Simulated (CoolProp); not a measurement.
Values from CoolProp's reference Helmholtz-energy equation of state, Span 1996.

### Question
For carbon dioxide, give the phase and the cp (kJ/(kg K)), cv (kJ/(kg K)), viscosity (µPa s) at 453.3 K and 4.19 bar; 453.3 K and 7.95 bar.

### Answer
- 453.3 K and 4.19 bar: gas; cp 0.988, cv 0.794, viscosity 22.0
- 453.3 K and 7.95 bar: gas; cp 0.995, cv 0.796, viscosity 22.1

Viscosity comes from a separate model (Laesecke 2017).
